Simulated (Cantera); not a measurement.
A closed system holds: 1 mol CsOH, 0.25 mol H2O, at 24.8 Torr.

Cantera equilibrium calculation (NASA polynomials, part measured and part estimated; ideal gas, pure solids and liquids). Candidate condensed phases: Cs, CsOH, H2O; 15 gas species. Kinetics and transport are ignored.

x: gas mole fraction; nothing condenses.

```csv
T (K),x CsOH,x H2O,x Cs,x O2
1625,0.772,0.206,0.0174,0.00433
1675,0.760,0.208,0.0247,0.00615
1725,0.745,0.211,0.0341,0.00849
1775,0.726,0.215,(withheld),(withheld)
1825,0.702,0.220,0.0605,0.0150
1875,0.674,0.225,0.0777,0.0192
1925,0.642,0.231,0.0975,0.0241
1975,0.606,0.238,(withheld),(withheld)
2025,0.566,0.245,0.144,0.0354
2075,0.524,0.251,0.170,0.0416
2125,0.479,0.258,0.196,0.0480
```

Question: What belongs in the gaps?

Answer: 
- 1975, x Cs: 0.120
- 1975, x O2: 0.0295
- 1775, x Cs: 0.0460
- 1775, x O2: 0.0114
